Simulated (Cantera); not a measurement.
Input: 1 mol SiCl4, 2.6 mol HCl, 0.99 mol H2, at 1025 °C and 0.133 bar.

Cantera equilibrium calculation (NASA polynomials, part measured and part estimated; ideal gas, pure solids and liquids). Candidate condensed phases: Si; 19 gas species. The tables' values for SiCl3 are old estimates; treat these amounts as uncertain. Rates play no part.

What is the equilibrium state?


```json
{
  "x(HCl)": "0.576",
  "x(H2)": "0.207",
  "x(SiCl4)": "0.206",
  "x(SiCl3)": "0.00660",
  "x(SiHCl3)": "0.00333",
  "x(SiCl2)": "0.00126",
  "x(SiH2Cl2)": "7.61e-6",
  "x(Cl)": "3.15e-6",
  "x(H)": "1.34e-6",
  "gas_amount": "4.611 mol",
  "log10 activity of Si(s) (absent)": "-3.53"
}
```
